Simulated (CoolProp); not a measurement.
Computed with CoolProp (reference Helmholtz-energy equation of state, Thol 2017).

**Question.** For octamethyltrisiloxane (MDM), give the phase and the density (kg/m³), cp (kJ/(kg K)), isothermal compressibility (1/MPa), fugacity coefficient at 575 K and 118 kPa; 575 K and 920 kPa.

**Answer.** 
- 575 K and 118 kPa: gas; density 5.99, cp 2.10, isothermal compressibility 8.71, fugacity coefficient 0.974
- 575 K and 920 kPa: gas; density 60.4, cp 2.25, isothermal compressibility 1.54, fugacity coefficient 0.803
